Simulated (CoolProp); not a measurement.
Aqueous ethanol as a coolant, at -8 °C, 1 atm.

Computed with CoolProp (Melinder's fits for secondary coolants).

```tsv
mass %	freezing point (°C)	conductivity (W/(m K))	density (kg/m³)	Prandtl number	cp (kJ/(kg K))
20.1	-11.2	0.440	977.3	83.9	4.379
24.9	-15.4	0.416	973.5	100	4.275
29.8	-19.9	0.393	968.8	113	4.139
34.7	-24.6	0.371	962.8	120	3.988
39.6	-29.2	0.350	955.4	122	3.835
44.4	-33.3	0.331	946.9	119	3.694
```
